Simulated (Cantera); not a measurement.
**Premixed flame**

A freely propagating, adiabatic, planar premixed flame of 51.2 % H2, 10.2 % O2, 38.5 % N2, equivalence ratio 2.5, unburnt at 375 K and 0.197 atm; mixture-averaged transport, grid criteria slope 0.08 and curve 0.16, no radiation.

Cantera simulation using the H2/O2 subset of GRI-Mech 3.0, which has no nitrogen chemistry; the numbers are that mechanism's predictions, not measurements. Burning velocities carry a grid error of a few per cent, more on coarse grids.

| z (mm) | T (K) | u (m/s) | x H2 | x O2 | x H2O | x OH | x O | x H |
|---|---|---|---|---|---|---|---|---|
| -9.80 | 375 | 3.26 | 0.512 | 0.102 | <1e-8 | <1e-8 | <1e-8 | <1e-8 |
| -6.53 | 375 | 3.26 | 0.512 | 0.102 | <1e-8 | <1e-8 | <1e-8 | <1e-8 |
| -4.90 | 375 | 3.26 | 0.512 | 0.102 | <1e-8 | <1e-8 | <1e-8 | <1e-8 |
| -3.27 | 375 | 3.26 | 0.512 | 0.102 | 1.13e-8 | <1e-8 | <1e-8 | <1e-8 |
| -1.63 | 390 | 3.38 | 0.510 | 0.103 | 0.000411 | 3.37e-5 | 3.55e-6 | 6.20e-5 |
| -0.817 | 629 | 5.32 | 0.480 | 0.0964 | 0.0193 | 0.000387 | 0.000129 | 0.00778 |
| 0 | 1012 | 8.32 | 0.384 | 0.0635 | 0.0933 | 0.000810 | 0.00180 | 0.0511 |
| 0.817 | 1254 | 10.3 | 0.296 | 0.0121 | 0.192 | 0.00129 | 0.00153 | 0.0897 |
| 1.63 | 1344 | 11.0 | 0.283 | 0.00127 | 0.214 | 0.00118 | 0.000489 | 0.0910 |
| 3.27 | 1433 | 11.6 | 0.289 | 0.000139 | 0.217 | 0.00136 | 0.000342 | 0.0805 |
| 6.53 | 1530 | 12.3 | 0.298 | 9.98e-5 | 0.219 | 0.00154 | 0.000295 | 0.0667 |
| 13.1 | 1633 | 13.1 | 0.308 | 7.13e-5 | 0.220 | 0.00159 | 0.000219 | 0.0518 |
| 26.1 | 1726 | 13.7 | 0.317 | 4.31e-5 | 0.222 | 0.00145 | 0.000137 | 0.0377 |
x: mole fraction of selected species; z is measured from the peak of heat release.

```
Item                         Value
------------------------  --------
laminar burning velocity  326 cm/s
thermal thickness          3.27 mm
peak x(OH)                 0.00160
peak x(O)                  0.00235
peak x(H)                   0.0926
grid points                    155
```
